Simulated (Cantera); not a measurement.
A closed system holds: 1 mol C₂H₅OH, 0.057 mol CO₂, 56 mol H₂, 0.027 mol O₂, equilibrated at 2377 °C and 0.133 bar.

These are equilibrium values from Cantera (NASA tables, ideal gas, pure condensed phases), not measurements of a reactor. Candidate condensed phases: C, C₆H₆, C₇H₈, C₈H₁₈, H₂O; 110 gas species. Rates play no part.

Base state: H₂ 0.856, H 0.119, CO 0.0183, C₂H₂ (acetylene) 0.00677, C₂H 9.10e-5, C₄H₂ 2.22e-5, CH₃ 1.79e-5 (mole fractions); condensed: gas only.

Question: What changes in the equilibrium state with this change: temperature from 2377 °C to 1825 °C?

Answer: 
```json
[
 {"species": "H₂", "before": "0.856", "after": "0.971"},
 {"species": "CO", "before": "0.0183", "after": "0.0193"},
 {"species": "H", "before": "0.119", "after": "0.00830"},
 {"species": "C₂H₂ (acetylene)", "before": "0.00677", "after": "0.00139"},
 {"species": "C₂H", "before": "9.10e-5", "after": "3.05e-7"},
 {"species": "C₄H₂", "before": "2.22e-5", "after": "8.00e-7"},
 {"species": "CH₄", "before": "7.42e-6", "after": "4.17e-5"},
 {"species": "CH₃", "before": "1.79e-5", "after": "6.95e-6"},
 {"species": "C(graphite), mol", "before": "0", "after": "0.718"}
]
```

Question: What changes in the equilibrium state with this change: pressure from 0.133 bar to 5.70 bar?

Answer: 
```tsv
species	before	after
H₂	0.856	0.954
CO	0.0183	0.0192
H	0.119	0.0192
CH₄	7.42e-6	0.000379
C₂H₄	3.40e-7	1.67e-5
```
